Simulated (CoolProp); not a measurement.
C3F8 (R218) along the isobar 0.197 MPa: Z from the reference equation and from simpler models built on Tc = 345.0 K, pc = 2.640 MPa, ω = 0.317; each cubic takes its own stable root.

Model: reference Helmholtz-energy equation of state, Lemmon 2006, in CoolProp. It is a short technical equation, of lower accuracy than the large ones.

```
T (K)   phase  reference
-----  ------  ---------
223.2  liquid    0.01201
238.7  liquid    0.01164
254.2     gas     0.9195
269.6     gas     0.9372
285.1     gas     0.9497
300.6     gas     0.9588
316.1     gas     0.9658
331.6     gas     0.9713
347.1     gas     0.9757
362.6     gas     0.9793
378.1     gas     0.9822
393.5     gas     0.9846
409       gas     0.9867
424.5     gas     0.9885
440       gas     0.9900
```

### Question
How far does each simpler model (van der Waals, Redlich-Kwong, Soave-Redlich-Kwong, Peng-Robinson) lie from the reference over these 15 states: mean and median of the absolute difference, and the worst?

### Answer
- van der Waals: mean 1047.7 %, median 0.4 %, worst +8017.7 % at 238.7 K and 0.197 MPa
- Redlich-Kwong: mean 523.8 %, median 0.2 %, worst +7841.6 % at 238.7 K and 0.197 MPa
- Soave-Redlich-Kwong: mean 0.9 %, median 0.1 %, worst +5.6 % at 238.7 K and 0.197 MPa
- Peng-Robinson: mean 1.2 %, median 0.4 %, worst -6.8 % at 223.2 K and 0.197 MPa

At some of these states van der Waals, Redlich-Kwong gives the other phase, because its saturation line lies elsewhere.
